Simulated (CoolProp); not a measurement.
Saturation properties of tetradecamethylhexasiloxane (MD4M) (Tc = 380.0 °C, pc = 8.286 bar, ω = 0.800).

The numbers come from the reference Helmholtz-energy equation of state, Thol 2019 in CoolProp.

```tsv
T (°C)	p (bar)	vapour density (kg/m³)	liquid cp (kJ/(kg K))
113.65	0.006617	0.09468	1.910
145.25	?	0.4014	1.974
176.85	0.1026	1.287	2.037
208.35	?	?	?
239.95	0.6427	7.574	2.160
271.55	1.305	15.49	?
303.15	2.407	29.95	2.306
334.65	4.129	57.49	2.432
```

Fill in the missing entries.


- 145.25, p (bar): 0.03016
- 208.35, p (bar): 0.2787
- 208.35, vapour density (kg/m³): 3.353
- 208.35, liquid cp (kJ/(kg K)): 2.098
- 271.55, liquid cp (kJ/(kg K)): 2.226

It boils at 259.7 °C under 1 atm.
